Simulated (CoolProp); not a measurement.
Properties of ammonia along the isobar 14.1 MPa.

Computed with CoolProp (reference Helmholtz-energy equation of state, Gao 2020).

```tsv
T (°C)	phase	density (kg/m³)	cp (kJ/(kg K))	isothermal compressibility (1/MPa)	conductivity (mW/(m K))
-44.05	liquid	700.9	4.383	0.0006142	719
-2.95	liquid	651.5	4.509	0.0009400	589
38.25	liquid	595.7	4.725	___	473
79.35	liquid	528.3	5.219	___	___
120.45	liquid	428.7	7.154	0.01344	___
161.65	supercritical	128.4	9.239	0.1684	98.4
202.75	supercritical	85.44	4.564	___	73.1
243.85	supercritical	69.57	3.715	0.08864	72.6
285.05	supercritical	60.16	___	0.08213	76.1
```

Q: What belongs in the gaps?

A: 
- 38.25, isothermal compressibility (1/MPa): 0.001608
- 79.35, isothermal compressibility (1/MPa): 0.003372
- 79.35, conductivity (mW/(m K)): 368
- 120.45, conductivity (mW/(m K)): 265
- 202.75, isothermal compressibility (1/MPa): 0.1030
- 285.05, cp (kJ/(kg K)): 3.386

The peak of cp marks the crossing from liquid-like to gas-like fluid above the critical point.

Thermal conductivity comes from a separate model (Tufeu 1984).
